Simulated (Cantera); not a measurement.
Charge: 1 mol H2O, 0.031 mol SO2, 3 mol H2, at 2150 K and 0.133 bar.

Equilibrium computed with Cantera from the NASA thermochemical tables; the gas is ideal and each condensed phase is pure. Candidate condensed phases: H2O, H2SO4, S; 19 gas species. Rates play no part.

Base state: H2 0.722, H2O 0.261, H 0.00981, H2S 0.00253, SH 0.00197, SO 0.000971, S2 0.000566, SO2 0.000552 (mole fractions); condensed: gas only.

Q: What changes in the equilibrium state with this change: temperature from 2150 K to 3350 K?

A: 
```csv
species,before,after
H,0.00981,0.578
H2,0.722,0.259
O,4.38e-6,0.0599
H2O,0.261,0.0485
OH,0.000458,0.0456
O2,6.71e-7,0.00434
H2S,0.00253,9.82e-6
S2,0.000566,2.46e-6
SH,0.00197,0.000336
```

Q: What changes in the equilibrium state with this change: SO2 from 0.031 to 0.022 mol?

A: 
```json
[
 {"species": "H2", "before": "0.722", "after": "0.727"},
 {"species": "H2O", "before": "0.261", "after": "0.257"},
 {"species": "H", "before": "0.00981", "after": "0.00985"},
 {"species": "H2S", "before": "0.00253", "after": "0.00189"},
 {"species": "S2", "before": "0.000566", "after": "0.000311"},
 {"species": "SO2", "before": "0.000552", "after": "0.000392"},
 {"species": "SO", "before": "0.000971", "after": "0.000704"},
 {"species": "S", "before": "0.000517", "after": "0.000383"},
 {"species": "SH", "before": "0.00197", "after": "0.00146"}
]
```

Q: What changes in the equilibrium state with this change: H2 from 3 to 1.8 mol?

A: 
| species | before | after |
|---|---|---|
| H2 | 0.722 | 0.612 |
| H2O | 0.261 | 0.369 |
| H | 0.00981 | 0.00903 |
| SO2 | 0.000552 | 0.00187 |
| SO | 0.000971 | 0.00197 |
| OH | 0.000458 | 0.000703 |
| S2 | 0.000566 | 0.000834 |
